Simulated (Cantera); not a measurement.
Mixture: CO : H2 : O2 : N2 = 1 : 1.4 : 0.667 : 3.53 (molar parts), equivalence ratio 1.8, at 100000 Pa, adiabatic and at constant pressure. Ignition delay is the time to a rise of 400 K.

Detailed kinetics in Cantera: GRI-Mech 3.0 (53 species, 325 reactions). Where the delays flatten at high temperature, the 400 K rule measures the pace of heat release, not the induction time.

**Question.** Predict: delay at 1198 K; delay at 1273 K; delay at 1348 K; delay at 1423 K; delay at 1498 K; delay at 1573 K.

**Answer.** 
```json
{
 "delay at 1198 K": "69.9 µs",
 "delay at 1273 K": "50.7 µs",
 "delay at 1348 K": "40.0 µs",
 "delay at 1423 K": "33.8 µs",
 "delay at 1498 K": "30.4 µs",
 "delay at 1573 K": "28.9 µs"
}
```
